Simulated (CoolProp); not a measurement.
The numbers come from the reference Helmholtz-energy equation of state, Akasaka 2019 in CoolProp.

**Question.** For R1234ze(Z), give the phase and the cp (kJ/(kg K)), speed of sound (m/s), Joule-Thomson coefficient (K/MPa), fugacity coefficient at 109.85 °C and 2.35 bar.

**Answer.** 
- 109.85 °C and 2.35 bar: gas; cp 1.01, speed of sound 168, Joule-Thomson coefficient 16.2, fugacity coefficient 0.964
